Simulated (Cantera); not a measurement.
An adiabatic, constant-pressure homogeneous reactor starts with 23.5 % H2, 9.86 % O2, 66.7 % N2, equivalence ratio 1.2, at 1675 K and 413 Torr.

Computed with Cantera and the H2/O2 subset of GRI-Mech 3.0, which has no nitrogen chemistry.

Problem. Predict: time of steepest temperature rise; temperature at 0.200 s; equilibrium temperature; x(H2) at 0.200 s; x(O2) at 0.200 s; x(H2O2) at 0.200 s; x(H) at 0.200 s; x(HO2) at 0.200 s; x(OH) at 0.200 s.

Solution. 
```
Item                                                                 Value
---------------------------------  ---------------------------------------
time of steepest temperature rise                                  20.1 µs
temperature at 0.200 s                                              2710 K
equilibrium temperature                                             2710 K
x(H2) at 0.200 s                     0.0532 (gas-phase equilibrium 0.0532)
x(O2) at 0.200 s                   0.00502 (gas-phase equilibrium 0.00502)
x(H2O2) at 0.200 s                 1.03e-7 (gas-phase equilibrium 1.03e-7)
x(H) at 0.200 s                      0.0185 (gas-phase equilibrium 0.0185)
x(HO2) at 0.200 s                  1.67e-6 (gas-phase equilibrium 1.67e-6)
x(OH) at 0.200 s                     0.0164 (gas-phase equilibrium 0.0164)
```
